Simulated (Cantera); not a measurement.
A perfectly stirred reactor is fed with NO : N2 = 1 : 0.17 (molar parts), at 0.0247 atm; it is held at 1900 K, and followed from long to short residence time.

Computed with Cantera and GRI-Mech 3.0 (53 species, 325 reactions). Radical loss at walls, strong at low pressure, is not modelled.

Q: What does this change do: temperature 1900 to 2048 K?

A: 
```
quantity                 before    after
---------------------  --------  -------
x(NO) at τ = 27.0 s       0.369    0.113
x(NO2) at τ = 27.0 s   0.000127  3.76e-5
x(N2) at τ = 27.0 s       0.388    0.515
x(O) at τ = 27.0 s     0.000963  0.00372
x(O2) at τ = 27.0 s       0.242    0.368
x(NO) at τ = 0.160 s      0.850    0.833
x(NO2) at τ = 0.160 s   4.57e-5  5.09e-5
x(N2) at τ = 0.160 s      0.147    0.156
x(O) at τ = 0.160 s    0.000273  0.00110
x(O2) at τ = 0.160 s    0.00204   0.0102
```
